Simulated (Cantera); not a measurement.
Source: NASA polynomial tables (part measured, part estimated), evaluated in Cantera. Values are per mole of reaction as written; species without (g) are pure solids or liquids, kept so even where they would boil at 1 bar.

Q: Between 300 and 1575 K, where is each reaction favourable under standard conditions?
- 2 FeCl₃(g) = 2 FeCl₂ + Cl₂(g)

A: 
- 2 FeCl₃(g) = 2 FeCl₂ + Cl₂(g): ΔG° is -109 kJ at 300 K and 70 kJ at 1575 K; it changes sign between 775 and 875 K. ΔH° is -18 kJ and ΔS° -56 J/K at 1575 K.
